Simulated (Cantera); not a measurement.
Charge: 1 mol ZrN, 0.37 mol H2, at 1675 K and 0.00133 bar.

These are equilibrium values from Cantera (NASA tables, ideal gas, pure condensed phases), not measurements of a reactor. Candidate condensed phases: Zr, ZrN; 11 gas species. ZrN: taken at fixed stoichiometry. Equilibrium is a limit: real reactors are often held back by kinetics, nucleation or transport.

Base state: H2 0.997, H 0.00317 (mole fractions); condensed: ZrN(s).

**Question.** What changes in the equilibrium state with this change: ZrN replaced by Al2O3?

**Answer.** 
| species | before | after |
|---|---|---|
| H2 | 0.997 | 0.997 |
| H | 0.00317 | 0.00317 |
| H2O | 0 | 3.30e-5 |
| Al | 0 | 1.96e-5 |
| ZrN(s), mol | 1.00 | 0 |
| Al2O3(s), mol | 0 | 1.000 |
Further candidate phases: Al, Al2O3, H2O.
